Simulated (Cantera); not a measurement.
Feed: 1 mol Al, 9.2 mol HCl, 8.9 mol N2, at 0.133 bar.

These are equilibrium values from Cantera (NASA tables, ideal gas, pure condensed phases), not measurements of a reactor. Candidate condensed phases: Al, AlCl3, AlN, NH4Cl; 20 gas species. The tables' values for AlCl2 are old estimates; treat these amounts as uncertain. Rates play no part.

x: gas mole fraction; nothing condenses.

```json
[
 {"T (K)": "698", "x N2": "0.510", "x HCl": "0.356", "x H2": "0.0860", "x AlCl3": "0.0389", "x Al2Cl6": "0.00924", "x AlCl2": "1.04e-12", "x AlCl": "<1e-12"},
 {"T (K)": "798", "x N2": "0.506", "x HCl": "0.353", "x H2": "0.0853", "x AlCl3": "0.0542", "x Al2Cl6": "0.00137", "x AlCl2": "1.31e-10", "x AlCl": "<1e-12"},
 {"T (K)": "898", "x N2": "0.506", "x HCl": "0.352", "x H2": "0.0852", "x AlCl3": "0.0564", "x Al2Cl6": "0.000206", "x AlCl2": "4.46e-9", "x AlCl": "<1e-12"},
 {"T (K)": "998", "x N2": "0.506", "x HCl": "0.352", "x H2": "0.0852", "x AlCl3": "0.0567", "x Al2Cl6": "4.39e-5", "x AlCl2": "7.19e-8", "x AlCl": "1.27e-11"},
 {"T (K)": "1098", "x N2": "0.506", "x HCl": "0.352", "x H2": "0.0852", "x AlCl3": "0.0568", "x Al2Cl6": "1.25e-5", "x AlCl2": "6.91e-7", "x AlCl": "5.30e-10"},
 {"T (K)": "1198", "x N2": "0.506", "x HCl": "0.352", "x H2": "0.0852", "x AlCl3": "0.0568", "x Al2Cl6": "4.48e-6", "x AlCl2": "4.51e-6", "x AlCl": "1.17e-8"},
 {"T (K)": "1298", "x N2": "0.506", "x HCl": "0.352", "x H2": "0.0852", "x AlCl3": "0.0568", "x Al2Cl6": "___", "x AlCl2": "2.19e-5", "x AlCl": "___"},
 {"T (K)": "1398", "x N2": "0.506", "x HCl": "0.352", "x H2": "0.0852", "x AlCl3": "0.0567", "x Al2Cl6": "9.18e-7", "x AlCl2": "8.45e-5", "x AlCl": "1.48e-6"},
 {"T (K)": "1498", "x N2": "0.506", "x HCl": "0.352", "x H2": "0.0851", "x AlCl3": "0.0565", "x Al2Cl6": "___", "x AlCl2": "0.000270", "x AlCl": "___"},
 {"T (K)": "1598", "x N2": "0.505", "x HCl": "0.353", "x H2": "0.0848", "x AlCl3": "0.0560", "x Al2Cl6": "2.83e-7", "x AlCl2": "0.000738", "x AlCl": "5.36e-5"},
 {"T (K)": "1698", "x N2": "0.505", "x HCl": "0.354", "x H2": "0.0841", "x AlCl3": "0.0548", "x Al2Cl6": "1.70e-7", "x AlCl2": "0.00175", "x AlCl": "0.000227"},
 {"T (K)": "1798", "x N2": "0.504", "x HCl": "0.355", "x H2": "0.0827", "x AlCl3": "0.0522", "x Al2Cl6": "1.03e-7", "x AlCl2": "0.00364", "x AlCl": "0.000783"},
 {"T (K)": "1898", "x N2": "0.502", "x HCl": "0.359", "x H2": "0.0799", "x AlCl3": "0.0477", "x Al2Cl6": "6.04e-8", "x AlCl2": "0.00656", "x AlCl": "0.00219"}
]
```

Some entries are withheld; supply them.


- 1498, x Al2Cl6: 4.91e-7
- 1498, x AlCl: 1.01e-5
- 1298, x Al2Cl6: 1.90e-6
- 1298, x AlCl: 1.59e-7
